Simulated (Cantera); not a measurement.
Charge: 1 mol Ta2O5, 0.61 mol CO, 0.12 mol H2, at 2.30 mbar.

Cantera equilibrium calculation (NASA polynomials, part measured and part estimated; ideal gas, pure solids and liquids). Candidate condensed phases: C, C6H6, C7H8, C8H18, H2O, Ta, TaC, Ta2O5; 113 gas species. Equilibrium is a limit: real reactors are often held back by kinetics, nucleation or transport.

**Question.** At 775 °C, list the 4 most abundant gas species with their mole fractions, and the condensed phases.

**Answer.** CO 0.835, H2 0.164, CO2 0.000356, H2O 5.90e-5. Condensed: C(graphite) + Ta2O5(s).
